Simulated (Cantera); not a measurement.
Charge: 1 mol LiCl, 4.1 mol H2, equilibrated at 852 °C and 3.70 Pa.

Cantera equilibrium calculation (NASA polynomials, part measured and part estimated; ideal gas, pure solids and liquids). Candidate condensed phases: Li, LiCl, LiH; 11 gas species. Rates play no part.

Base state: H2 0.804, LiCl 0.195, Li2Cl2 0.000665, HCl 7.47e-5, Li 7.47e-5 (mole fractions); condensed: gas only.

### Question
What changes in the equilibrium state with this change: temperature from 852 °C to 1777 °C?

### Answer
```tsv
species	before	after
H2	0.804	0.528
H	6.55e-6	0.271
LiCl	0.195	0.129
Cl	<1e-9	0.0100
Li	7.47e-5	0.0363
HCl	7.47e-5	0.0263
Li2Cl2	0.000665	2.00e-8
```

### Question
What changes in the equilibrium state with this change: LiCl replaced by MgF2?

### Answer
| species | before | after |
|---|---|---|
| H2 | 0.804 | 0.999 |
| HF | 0 | 0.000921 |
| Mg | 0 | 0.000458 |
| LiCl | 0.195 | 0 |
| Li2Cl2 | 0.000665 | 0 |
| HCl | 7.47e-5 | 0 |
| Li | 7.47e-5 | 0 |
| MgF2 | 0 | 6.47e-5 |
| MgF2(s), mol | 0 | 0.998 |
Further candidate phases: Mg, MgF2.
